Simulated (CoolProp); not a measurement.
The fluid at 313.99 K and 0.272 MPa is throttled through a valve to 0.0728 MPa with no heat exchange. The same conditions are run with several fluids, on thermodynamics alone (safety and materials aside).

The numbers come from the reference Helmholtz-energy equation of state of each fluid (ethylene: Smukala 2000; cyclopropane: Polt 1992; ethane: Bücker 2006; R143a: Lemmon and Jacobsen 2000; methane: Setzmann 1991) in CoolProp. The equations of Platzer and Polt are older, rougher fits.

### Question
Rank ethylene, cyclopropane, ethane, R143a, methane by temperature change (K), highest first.

### Answer
methane (-0.8), ethylene (-1.8), ethane (-1.9), R143a (-3.2), cyclopropane (-4.1)

| fluid | final density (kg/m³) |
|---|---|
| ethylene | 0.790 |
| cyclopropane | 1.20 |
| ethane | 0.848 |
| R143a | 2.39 |
| methane | 0.449 |
